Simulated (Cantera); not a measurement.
Cantera run, input and output.

```python
import numpy as np
import cantera as ct

gas = ct.Solution("gri30.yaml")
gas.TPX = 375, 67000, {'CO': 1, 'H2': 0.052, 'CH4': 0.69, 'O2': 2.98, 'N2': 25.9}
inlet = ct.Reservoir(gas, clone=True)
gas.equilibrate("HP")  # start burning
reactor = ct.IdealGasConstPressureReactor(gas, energy="on", clone=False)
exhaust = ct.Reservoir(gas, clone=True)
tau = [0.31, 0.12, 0.05, 0.02, 0.0078, 0.0031, 0.0012, 0.00049, 0.0002, 7.8e-05, 3.1e-05, 1.2e-05, 4.9e-06][0]
for a, b in ((inlet, reactor), (reactor, exhaust)):
    ct.MassFlowController(a, b, mdot=lambda t: reactor.mass / tau)
net = ct.ReactorNet([reactor])
show = ['CO', 'H2', 'CH4', 'N2O', 'HO2', 'C2H', 'H']

rows = []
print(f"{'tau/s':>10s}{'T/K':>9s}" + "".join(f"{s:>11s}" for s in show))
for tau in [0.31, 0.12, 0.05, 0.02, 0.0078, 0.0031, 0.0012, 0.00049, 0.0002, 7.8e-05, 3.1e-05, 1.2e-05, 4.9e-06]:
    net.initial_time = 0.0
    net.advance(30 * tau)
    before = gas.X
    net.advance(40 * tau)
    drift = np.max(np.abs(gas.X - before) / (gas.X + 1e-9))
    rows.append([gas.T, *gas[show].X, drift])
    print(f"{tau:10.3e}{gas.T:9.1f}" + "".join(f"{x:11.3e}" for x in gas[show].X))
```

It prints:

```
     tau/s      T/K         CO         H2        CH4        N2O        HO2        C2H          H
 3.100e-01   1222.0  9.091e-04  5.632e-05  3.652e-05  5.018e-07  4.622e-06  1.965e-14  9.814e-06
 1.200e-01   1213.1  1.815e-03  1.135e-04  7.026e-05  3.957e-07  7.126e-06  2.452e-14  2.350e-05
 5.000e-02   1195.9  3.594e-03  2.235e-04  1.383e-04  2.985e-07  1.037e-05  2.865e-14  4.919e-05
 2.000e-02    375.0  3.266e-02  1.698e-03  2.253e-02 -2.756e-20 -4.165e-19  3.695e-54  3.171e-30
 7.800e-03    375.0  3.266e-02  1.698e-03  2.253e-02  1.158e-23  1.751e-22 -1.331e-59  3.285e-30
 3.100e-03    375.0  3.266e-02  1.698e-03  2.253e-02  6.767e-25  1.023e-23  5.202e-59  2.112e-30
 1.200e-03    375.0  3.266e-02  1.698e-03  2.253e-02  4.274e-26  6.473e-25  2.136e-60  1.096e-30
 4.900e-04    375.0  3.266e-02  1.698e-03  2.253e-02  2.700e-27  4.106e-26  7.023e-62  5.076e-31
 2.000e-04    375.0  3.266e-02  1.698e-03  2.253e-02  1.705e-28  2.624e-27  2.071e-63  2.131e-31
 7.800e-05    375.0  3.266e-02  1.698e-03  2.253e-02  1.077e-29  1.704e-28  5.577e-65  7.829e-32
 3.100e-05    375.0  3.266e-02  1.698e-03  2.253e-02  6.805e-31  1.149e-29  1.292e-66  2.594e-32
 1.200e-05    375.0  3.266e-02  1.698e-03  2.253e-02  4.298e-32  8.570e-31  2.679e-68  7.529e-33
 4.900e-06    375.0  3.266e-02  1.698e-03  2.253e-02  2.715e-33  9.037e-32  4.515e-70  2.363e-33
```

Cantera simulation using GRI-Mech 3.0 (53 species, 325 reactions); the numbers are that mechanism's predictions, not measurements.
